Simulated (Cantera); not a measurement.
# Adiabatic ignition

An adiabatic, constant-pressure homogeneous reactor starts with CH4 : CO : O2 : N2 : H2O = 1 : 0.14 : 2.96 : 11.1 : 3.2 (molar parts), equivalence ratio 0.70, at 1273 K and 255 Torr.

Detailed kinetics in Cantera: GRI-Mech 3.0 (53 species, 325 reactions).

| t (s) | T (K) | x CH4 | x CO | x O2 | x NO | x H2O2 |
|---|---|---|---|---|---|---|
| 3.00e-6 | 1273 | 0.0543 | 0.00761 | 0.161 | <1e-12 | <1e-12 |
| 9.76e-6 | 1273 | 0.0543 | 0.00761 | 0.161 | <1e-12 | 6.91e-12 |
| 3.18e-5 | 1273 | 0.0543 | 0.00761 | 0.161 | <1e-12 | 6.86e-11 |
| 0.000103 | 1273 | 0.0543 | 0.00761 | 0.161 | <1e-12 | 5.93e-10 |
| 0.000337 | 1273 | 0.0543 | 0.00761 | 0.161 | <1e-12 | 3.60e-9 |
| 0.00110 | 1273 | 0.0543 | 0.00761 | 0.161 | <1e-12 | 1.20e-8 |
| 0.00357 | 1273 | 0.0543 | 0.00761 | 0.161 | <1e-12 | 1.80e-8 |
| 0.0116 | 1274 | 0.0542 | 0.00761 | 0.161 | <1e-12 | 4.19e-8 |
| 0.0378 | 1286 | 0.0518 | 0.00808 | 0.159 | <1e-12 | 5.33e-7 |
| 0.123 | 2276 | <1e-12 | 0.00449 | 0.0484 | 0.00172 | 1.45e-7 |
| 0.400 | 2272 | <1e-12 | 0.00443 | 0.0467 | 0.00508 | 1.41e-7 |
x: mole fraction; the columns are a selection and need not sum to one.

```yaml
time_of_steepest_temperature_rise: 49.1 ms
temperature at 0.400 s: 2272 K
equilibrium_temperature: 2270 K
x(CH4) at 0.400 s: <1e-12 (gas-phase equilibrium <1e-12)
x(CO) at 0.400 s: 0.00443 (gas-phase equilibrium 0.00441)
x(O2) at 0.400 s: 0.0467 (gas-phase equilibrium 0.0463)
```
